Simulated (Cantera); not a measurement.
## Equilibrium for silicon oxide and oxynitride deposition: SiCl4 + H2O

Charge: 1 mol SiCl4, a varied amount of H2O, equilibrated at 650 °C and 0.0170 bar.

Equilibrium computed with Cantera from the NASA thermochemical tables; the gas is ideal and each condensed phase is pure. Candidate condensed phases: H2O, Si, SiO2; 30 gas species. Rates play no part.

```json
[
 {"n(H2O) (mol)": "0.23", "x HCl": "0.342", "x H2O": "2.09e-8", "x SiCl4": "0.658", "x H2": "8.27e-7", "x Cl2": "6.33e-7", "x Cl": "6.84e-7", "x SiCl3": "2.85e-7", "n SiO2(β-quartz)": "0.115"},
 {"n(H2O) (mol)": "0.41", "x HCl": "0.508", "x H2O": "5.32e-8", "x SiCl4": "0.492", "x H2": "1.25e-6", "x Cl2": "9.26e-7", "x Cl": "8.27e-7", "x SiCl3": "1.77e-7", "n SiO2(β-quartz)": "0.205"},
 {"n(H2O) (mol)": "0.71", "x HCl": "0.688", "x H2O": "1.22e-7", "x SiCl4": "0.312", "x H2": "1.69e-6", "x Cl2": "1.26e-6", "x Cl": "9.63e-7", "x SiCl3": "9.62e-8", "n SiO2(β-quartz)": "0.355"},
 {"n(H2O) (mol)": "1.2", "x HCl": "0.857", "x H2O": "2.81e-7", "x SiCl4": "0.143", "x H2": "2.09e-6", "x Cl2": "1.57e-6", "x Cl": "1.08e-6", "x SiCl3": "3.93e-8", "n SiO2(β-quartz)": "0.600"},
 {"n(H2O) (mol)": "2.2", "x HCl": "0.952", "x H2O": "0.0476", "x SiCl4": "7.60e-12", "x H2": "2.32e-6", "x Cl2": "1.75e-6", "x Cl": "1.14e-6", "x SiCl3": "<1e-12", "n SiO2(β-quartz)": "1.00"},
 {"n(H2O) (mol)": "3.8", "x HCl": "0.690", "x H2O": "0.310", "x SiCl4": "<1e-12", "x H2": "1.72e-6", "x Cl2": "1.24e-6", "x Cl": "9.56e-7", "x SiCl3": "<1e-12", "n SiO2(β-quartz)": "1.00"},
 {"n(H2O) (mol)": "6.7", "x HCl": "0.460", "x H2O": "0.540", "x SiCl4": "<1e-12", "x H2": "1.18e-6", "x Cl2": "7.99e-7", "x Cl": "7.68e-7", "x SiCl3": "<1e-12", "n SiO2(β-quartz)": "1.00"},
 {"n(H2O) (mol)": "12", "x HCl": "0.286", "x H2O": "0.714", "x SiCl4": "<1e-12", "x H2": "7.74e-7", "x Cl2": "4.72e-7", "x Cl": "5.90e-7", "x SiCl3": "<1e-12", "n SiO2(β-quartz)": "1.00"},
 {"n(H2O) (mol)": "20", "x HCl": "0.182", "x H2O": "0.818", "x SiCl4": "<1e-12", "x H2": "5.26e-7", "x Cl2": "2.81e-7", "x Cl": "4.56e-7", "x SiCl3": "<1e-12", "n SiO2(β-quartz)": "1.00"}
]
```
x: gas mole fraction; n: condensed amount in mol.

From 0.23 mol H2O to 20 mol H2O the condensed part is SiO2(β-quartz).
